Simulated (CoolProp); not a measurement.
Cyclopropane along the isotherm 4.85 °C: density (kg/m³) from the reference equation and from simpler models built on Tc = 125.5 °C, pc = 5.605 MPa, ω = 0.131; each cubic takes its own stable root.

Computed with CoolProp (reference Helmholtz-energy equation of state, Polt 1992). This equation is an older, rougher fit; its heat capacities, sound speeds and derivatives of the liquid may be far off and weren't checked against measurements.

```tsv
p (MPa)	phase	reference
0.561	liquid	649.4
1.12	liquid	650.4
1.68	liquid	651.3
2.24	liquid	652.3
2.8	liquid	653.2
```

How far does each simpler model (van der Waals, Redlich-Kwong, Soave-Redlich-Kwong, Peng-Robinson) lie from the reference over these 5 states: mean and median of the absolute difference, and the worst?


- van der Waals: mean 49.4 %, median 37.2 %, worst -98.3 % at 4.85 °C and 0.561 MPa
- Redlich-Kwong: mean 8.9 %, median 8.9 %, worst -9.0 % at 4.85 °C and 0.561 MPa
- Soave-Redlich-Kwong: mean 7.5 %, median 7.4 %, worst -7.6 % at 4.85 °C and 0.561 MPa
- Peng-Robinson: mean 4.7 %, median 4.7 %, worst +4.8 % at 4.85 °C and 2.8 MPa

At some of these states van der Waals gives the other phase, because its saturation line lies elsewhere.
